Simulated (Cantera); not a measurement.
Cantera with NASA thermochemical tables; ideal gases at 1 bar, condensed phases pure. Values are per mole of reaction as written; species without (g) are pure solids or liquids, kept so even where they would boil at 1 bar. TiC: taken at fixed stoichiometry.

Between 300 and 2448 K, where is each reaction favourable under standard conditions?
- CO(g) + 5 TiO(g) → 2 Ti2O3 + TiC
- O3(g) + 3 Ti4O7 → 12 TiO2


- CO(g) + 5 TiO(g) → 2 Ti2O3 + TiC: ΔG° is -3031 kJ at 300 K and -833 kJ at 2448 K; it stays negative (K > 1). ΔH° is -2910 kJ and ΔS° -848 J/K at 2448 K.
- O3(g) + 3 Ti4O7 → 12 TiO2: ΔG° is -1196 kJ at 300 K and -557 kJ at 2448 K; it stays negative (K > 1). ΔH° is -1243 kJ and ΔS° -280 J/K at 2448 K.
